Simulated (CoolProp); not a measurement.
R236EA along the isobar 6 MPa: fugacity coefficient from the reference equation and from simpler models built on Tc = 412.4 K, pc = 3.414 MPa, ω = 0.368; each cubic takes its own stable root.

Model: reference Helmholtz-energy equation of state, Rui 2013, in CoolProp.

```
T (K)   phase  reference  Redlich-Kwong  Soave-Redlich-Kwong  Peng-Robinson
-----  ------  ---------  -------------  -------------------  -------------
315.6  liquid    0.06939         0.1148              0.07219        0.06909
323    liquid    0.08471         0.1332              0.08832        0.08438
330.4  liquid     0.1021         0.1531               0.1067         0.1018
337.8  liquid     0.1217         0.1745               0.1273         0.1213
345.3  liquid     0.1437         0.1975               0.1506         0.1433
352.7  liquid     0.1677         0.2215               0.1758         0.1672
360.1  liquid     0.1938         0.2465               0.2032         0.1932
367.5  liquid     0.2219         0.2726               0.2327         0.2212
374.9  liquid     0.2519         0.2995               0.2640         0.2510
382.3  liquid     0.2837         0.3271               0.2971         0.2824
389.8  liquid     0.3176         0.3556               0.3321         0.3157
397.2  liquid     0.3523         0.3840               0.3677         0.3496
404.6  liquid     0.3880         0.4125               0.4040         0.3842
412    liquid     0.4244         0.4410               0.4406         0.4190
```
